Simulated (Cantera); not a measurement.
Feed: 1 mol BN, 9.2 mol HF, 11 mol H2, held at 1798.15 K and 89000 Pa.

Method: chemical equilibrium by Gibbs-energy minimisation in Cantera with the NASA 1993 tables (ideal gas, pure condensed phases). Candidate condensed phases: B, BN; 31 gas species. The tables' values for BF2 are old estimates; treat these amounts as uncertain. Rates play no part.

Question: What is the equilibrium state?

Answer: 
```json
{
 "x(H2)": "0.618",
 "x(HF)": "0.307",
 "x(BF3)": "0.0489",
 "x(N2)": "0.0247",
 "x(BHF2)": "0.000377",
 "x(H)": "0.000294",
 "x(BF2)": "0.000244",
 "x(NH3)": "1.99e-6",
 "x(BF)": "1.33e-6",
 "gas_amount": "20.21 mol",
 "log10 activity of B(s) (absent)": "-5.36"
}
```
